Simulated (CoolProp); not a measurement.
Vapour-liquid equilibrium of dimethyl ether (1) + n-butane (2) at 352.1 K; x and y are mole fractions of (1).

Values from CoolProp's multi-fluid Helmholtz-energy mixture model, Wu 2011 and Bücker 2006; pair parameters Bell 2016.

Problem. Give the bubble pressure and the first vapour's composition at x = 0.25, 0.55, 0.95. Is there an azeotrope?

Solution. x = 0.25: 13.94 bar, y = 0.407; x = 0.55: 17.72 bar, y = 0.675; x = 0.95: 21.46 bar, y = 0.961. No azeotrope shows between x = 0.05 and 0.95.

Pair parameters are fitted to limited data, so mixtures are less certain than the pure fluids.
